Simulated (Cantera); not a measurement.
A perfectly stirred reactor is fed with 5.09 % H2, 11.6 % O2, 83.3 % N2, at 66000 Pa; it is held at 1423 K, and followed from long to short residence time.

Model: the H2/O2 subset of GRI-Mech 3.0, which has no nitrogen chemistry, integrated in Cantera. The temperature is held fixed by assumption; the heat of reaction is taken as removed at once.

Q: Predict: x(H2) at τ = 2.40 s; x(O2) at τ = 2.40 s; x(H) at τ = 2.40 s; x(OH) at τ = 2.40 s; x(H2O2) at τ = 2.40 s; x(H2) at τ = 44.0 ms; x(O2) at τ = 44.0 ms; x(H) at τ = 44.0 ms; x(OH) at τ = 44.0 ms; x(H2O2) at τ = 44.0 ms.

A: 
```json
{
  "x(H2) at τ = 2.40 s": "1.20e-5",
  "x(O2) at τ = 2.40 s": "0.0926",
  "x(H) at τ = 2.40 s": "6.51e-7",
  "x(OH) at τ = 2.40 s": "0.000146",
  "x(H2O2) at τ = 2.40 s": "3.41e-8",
  "x(H2) at τ = 44.0 ms": "0.000163",
  "x(O2) at τ = 44.0 ms": "0.0924",
  "x(H) at τ = 44.0 ms": "3.57e-5",
  "x(OH) at τ = 44.0 ms": "0.000551",
  "x(H2O2) at τ = 44.0 ms": "2.20e-7"
}
```
